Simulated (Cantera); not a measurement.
An isothermal, constant-pressure homogeneous reactor starts with N2O : H2O = 1 : 0.018 (molar parts), at 1250 K and 4100 Pa. Integrator tolerance rtol = 1e-08.

Cantera simulation using GRI-Mech 3.0 (53 species, 325 reactions); the numbers are that mechanism's predictions, not measurements. GRI-Mech 3.0 was tuned for natural gas; its chemistry of N2O as a main component is partial and can be far from experiment. Radical loss at walls, strong at low pressure, is not modelled. The mechanism lacks the step 2 NO + O2 → 2 NO2, which can matter for NO2 below about 1400 K. The temperature is held fixed by assumption; the heat of reaction is taken as removed at once.

```json
[
 {"quantity": "x(N2O) at 6.00 s", "before": "0.562 (gas-phase equilibrium 4.09e-9)", "after": "0.587 (gas-phase equilibrium 4.15e-9)"},
 {"quantity": "x(H2O) at 6.00 s", "before": "0.0152 (gas-phase equilibrium 0.0119)", "after": "0.00322 (gas-phase equilibrium 0.00249)"},
 {"quantity": "x(OH) at 6.00 s", "before": "2.31e-5 (gas-phase equilibrium 4.94e-6)", "after": "1.08e-5 (gas-phase equilibrium 2.27e-6)"},
 {"quantity": "x(H) at 6.00 s", "before": "5.29e-9 (gas-phase equilibrium 1.43e-10)", "after": "2.73e-9 (gas-phase equilibrium 6.54e-11)"},
 {"quantity": "x(HO2) at 6.00 s", "before": "1.44e-7 (gas-phase equilibrium 4.96e-9)", "after": "4.97e-8 (gas-phase equilibrium 2.29e-9)"},
 {"quantity": "x(H2) at 6.00 s", "before": "3.66e-8 (gas-phase equilibrium 3.54e-9)", "after": "8.61e-9 (gas-phase equilibrium 7.41e-10)"}
]
```

Question: Name the change that produced these shifts.
A. N2O 1 to 4.8 parts
B. N2O 1 to 0.54 parts
C. pressure from 4100 Pa to 160000 Pa
D. pressure from 4100 Pa to 101000 Pa

Answer: A, N2O 1 to 4.8 parts
